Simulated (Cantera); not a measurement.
An adiabatic, constant-volume homogeneous reactor starts with CH4 : CO : O2 : N2 = 1 : 0.23 : 1.41 : 5.3 (molar parts), at 1475 K and 0.600 bar. Integrator tolerance rtol = 1e-08.

Detailed kinetics in Cantera: GRI-Mech 3.0 (53 species, 325 reactions).

Problem. What does this change do: N2 5.3 to 12 parts?

Solution. 
```csv
quantity,before,after
time of steepest temperature rise,2.60 ms,5.18 ms
temperature at 0.300 s,2866 K,2505 K
equilibrium temperature,2866 K,2505 K
x(CH4) at 0.300 s,<1e-12 (gas-phase equilibrium <1e-12),<1e-12 (gas-phase equilibrium <1e-12)
x(CO) at 0.300 s,0.107 (gas-phase equilibrium 0.107),0.0569 (gas-phase equilibrium 0.0569)
x(O2) at 0.300 s,0.00310 (gas-phase equilibrium 0.00310),0.000233 (gas-phase equilibrium 0.000233)
x(H2O) at 0.300 s,0.144 (gas-phase equilibrium 0.144),0.0915 (gas-phase equilibrium 0.0915)
x(CH2CO) at 0.300 s,<1e-12 (gas-phase equilibrium <1e-12),<1e-12 (gas-phase equilibrium <1e-12)
```

Problem. What does this change do: CH4 1 to 0.3 parts?

Solution. 
| quantity | before | after |
|---|---|---|
| time of steepest temperature rise | 2.60 ms | 1.57 ms |
| temperature at 0.300 s | 2866 K | 2570 K |
| equilibrium temperature | 2866 K | 2570 K |
| x(CH4) at 0.300 s | <1e-12 (gas-phase equilibrium <1e-12) | <1e-12 (gas-phase equilibrium <1e-12) |
| x(CO) at 0.300 s | 0.107 (gas-phase equilibrium 0.107) | 0.0109 (gas-phase equilibrium 0.0109) |
| x(O2) at 0.300 s | 0.00310 (gas-phase equilibrium 0.00310) | 0.0889 (gas-phase equilibrium 0.0889) |
| x(H2O) at 0.300 s | 0.144 (gas-phase equilibrium 0.144) | 0.0741 (gas-phase equilibrium 0.0741) |
| x(CH2CO) at 0.300 s | <1e-12 (gas-phase equilibrium <1e-12) | <1e-12 (gas-phase equilibrium <1e-12) |
